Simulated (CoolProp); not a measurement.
Vapour-liquid equilibrium of n-butane (1) + n-decane (2) at 89.15 °C; x and y are mole fractions of (1).

Computed with CoolProp (multi-fluid Helmholtz-energy mixture model, Bücker 2006 and Lemmon 2006; pair parameters Kunz 2012).

```csv
x,"bubble pressure, mixture model (kPa)","bubble pressure, Raoult's law (kPa)","y, mixture model","y, Raoult's law"
0.05,64.43,67.19,0.906,0.914
0.125,150.0,158.8,0.960,0.966
0.2,234.1,250.4,0.975,0.980
0.275,317.5,342.0,0.982,0.987
0.35,400.9,433.6,0.987,0.991
0.425,484.7,525.2,0.989,0.993
0.5,569.5,616.9,0.991,0.995
0.575,656.0,708.5,0.993,0.996
0.65,744.7,800.1,0.995,0.997
0.725,836.8,891.7,0.996,0.998
0.8,933.3,983.3,0.997,0.999
0.875,1036,1075,0.998,0.999
0.95,1147,1167,0.999,1.000
```

The largest gap from Raoult's law is -7.7 % in bubble pressure, at x = 0.425. No azeotrope shows between x = 0.05 and 0.95.

Pair parameters are fitted to limited data, so mixtures are less certain than the pure fluids.
